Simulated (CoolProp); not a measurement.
Vapour-liquid equilibrium of R13 (1) + propylene (2) at -39.55 °C; x and y are mole fractions of (1).

Values from CoolProp's multi-fluid Helmholtz-energy mixture model, Platzer 1990 and Lemmon 2013; pair parameters Bell 2016. This equation is an older, rougher fit; its heat capacities, sound speeds and derivatives of the liquid may be far off and weren't checked against measurements.

```json
[
 {"x": "0.05", "bubble pressure (MPa)": "0.1906", "y at the bubble point": "0.269", "dew pressure at overall composition x (MPa)": "0.1511", "liquid density (mol/L)": "14.18"},
 {"x": "0.2", "bubble pressure (MPa)": "0.3020", "y at the bubble point": "0.587", "dew pressure at overall composition x (MPa)": "0.1762", "liquid density (mol/L)": "13.95"},
 {"x": "0.35", "bubble pressure (MPa)": "0.3827", "y at the bubble point": "[?]", "dew pressure at overall composition x (MPa)": "0.2109", "liquid density (mol/L)": "13.72"},
 {"x": "0.5", "bubble pressure (MPa)": "0.4451", "y at the bubble point": "[?]", "dew pressure at overall composition x (MPa)": "0.2613", "liquid density (mol/L)": "13.49"},
 {"x": "0.65", "bubble pressure (MPa)": "0.4979", "y at the bubble point": "0.848", "dew pressure at overall composition x (MPa)": "[?]", "liquid density (mol/L)": "13.28"},
 {"x": "0.8", "bubble pressure (MPa)": "0.5472", "y at the bubble point": "0.906", "dew pressure at overall composition x (MPa)": "0.4556", "liquid density (mol/L)": "13.08"},
 {"x": "0.95", "bubble pressure (MPa)": "0.5961", "y at the bubble point": "0.973", "dew pressure at overall composition x (MPa)": "[?]", "liquid density (mol/L)": "12.92"}
]
```

Fill in the missing entries.


- 0.35, y at the bubble point: 0.713
- 0.5, y at the bubble point: 0.788
- 0.65, dew pressure at overall composition x (MPa): 0.3387
- 0.95, dew pressure at overall composition x (MPa): 0.5803

No azeotrope shows between x = 0.05 and 0.95.

The pair parameters rest on a limited set of measurements; away from them the model extrapolates.
